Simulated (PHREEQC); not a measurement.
## Sulfide liquor: an equilibrium model

Solution (25 °C): 0.026 mol/kgw NaHS, 0.01 mol/kgw NaHF2 and 0.016 mol/kgw FeCl2. Closed to the air; pH follows from the charge balance.

All values are PHREEQC results (ion-association model, wateq4f.dat), not measurements.

```json
{
 "pH": "4.68",
 "ionic_strength": "0.0577 mol/kgw",
 "total_alkalinity": "16.0 meq/kg"
}
```

| species | molality | activity | log γ |
|---|---|---|---|
| Na+ | 0.0357 | 0.0291 | -0.089 |
| Cl- | 0.0319 | 0.0256 | -0.095 |
| F- | 0.0186 | 0.0149 | -0.096 |
| H2S | 0.00948 | 0.00961 | 0.006 |
| Fe(HS)2 | 0.00814 | 0.00825 | 0.006 |
| Fe+2 | 0.00706 | 0.00328 | -0.333 |

No solid was allowed to form. Saturation is exceeded, for instance for Mackinawite, FeS(ppt); the values hold only as long as no solid forms. Fluoro complexes past AlF4- and FeF3 are missing from the database. The polysulfide entries of wateq4f.dat were taken out for this run.
